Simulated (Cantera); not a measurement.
Charge: 1 mol CH3SiH3, 0.74 mol HCl, 34 mol H2, at 0.00133 bar.

Cantera equilibrium calculation (NASA polynomials, part measured and part estimated; ideal gas, pure solids and liquids). Candidate condensed phases: C, C6H6, C7H8, C8H18, Si, SiC; 109 gas species. The feed counts by its element totals alone. The tables' values for SiCl are old estimates; treat these amounts as uncertain. Gases not in the tables: Si2H6 and higher silanes. Equilibrium is a limit: real reactors are often held back by kinetics, nucleation or transport.

x: gas mole fraction; n: condensed amount in mol.

| T (K) | x H2 | x H | x Si | x HCl | x Cl | n SiC(s) | n C(graphite) |
|---|---|---|---|---|---|---|---|
| 1373 | 0.980 | 9.03e-5 | 1.68e-9 | 0.0196 | 1.50e-6 | 1.000 | 0 |
| 1473 | 0.980 | 0.000343 | 3.48e-8 | 0.0196 | 5.55e-6 | 1.000 | 0 |
| 1573 | 0.979 | 0.00110 | 5.89e-7 | 0.0195 | 1.75e-5 | 0.999 | 0 |
| 1673 | 0.977 | 0.00308 | 7.05e-6 | 0.0195 | 4.80e-5 | 0.998 | 0 |
| 1773 | 0.973 | 0.00768 | 5.49e-5 | 0.0193 | 0.000117 | 0.996 | 0 |
| 1873 | 0.963 | 0.0173 | 0.000286 | 0.0191 | 0.000260 | 0.986 | 0 |
| 1973 | 0.943 | 0.0359 | 0.00117 | 0.0186 | 0.000528 | 0.947 | (withheld) |
| 2073 | 0.906 | 0.0685 | 0.00532 | 0.0176 | 0.000986 | 0.753 | (withheld) |
| 2173 | 0.836 | 0.121 | 0.0199 | 0.0160 | 0.00169 | 0 | (withheld) |
| 2273 | 0.757 | 0.200 | 0.0196 | 0.0143 | 0.00273 | 0 | (withheld) |
| 2373 | 0.650 | 0.308 | 0.0181 | 0.0120 | 0.00406 | 0 | (withheld) |
| 2473 | 0.519 | 0.440 | 0.0160 | 0.00925 | 0.00555 | 0 | (withheld) |
| 2573 | 0.382 | 0.581 | 0.0147 | 0.00649 | 0.00695 | 0 | (withheld) |

### Question
Complete the blanks.

### Answer

- 1973, n C(graphite): 0.00215
- 2073, n C(graphite): 0.127
- 2173, n C(graphite): 0.663
- 2273, n C(graphite): 0.520
- 2373, n C(graphite): 0.315
- 2473, n C(graphite): 0.0394
- 2573, n C(graphite): 0
